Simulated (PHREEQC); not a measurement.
Consider water at 20 °C with 0.00054 mol PbCl2 and 0.0075 mol KNO3 per kg of water. Closed to the air; pH follows from the charge balance.

Model: ion-association model, phreeqc.dat, run in PHREEQC.

Each row changes one thing in this solution. This is a speciation only: nothing precipitates in the calculation.

```
case                                              pH  Pb+2 (mol/kgw)  PbNO3+ (mol/kgw)  PbCl+ (mol/kgw)  PbOH+ (mol/kgw)  Pb2OH+3 (mol/kgw)  SI of Pb(OH)2 (Pb(OH)2)
----------------------------------------------  ----  --------------  ----------------  ---------------  ---------------  -----------------  -----------------------
as made                                         5.59        0.000488           3.63e-5          1.24e-5          2.76e-6            4.46e-8                    -0.63
PbCl2 from 0.00054 to 0.000108 mol/kgw          5.93         9.87e-5           7.55e-6          5.16e-7          1.25e-6            4.00e-9                    -0.62
KNO3 replaced by Mg(NO3)2 at the same molality  5.64        0.000470           5.71e-5          9.75e-6          2.55e-6            4.86e-8                    -0.64
diluted 100-fold with water                     6.50         5.09e-6           5.41e-9          1.85e-9          3.01e-7           3.58e-11                    -0.65
KNO3 from 0.0075 to 0.00825 mol/kgw             5.59        0.000486           3.92e-5          1.21e-5          2.74e-6            4.47e-8                    -0.63
```
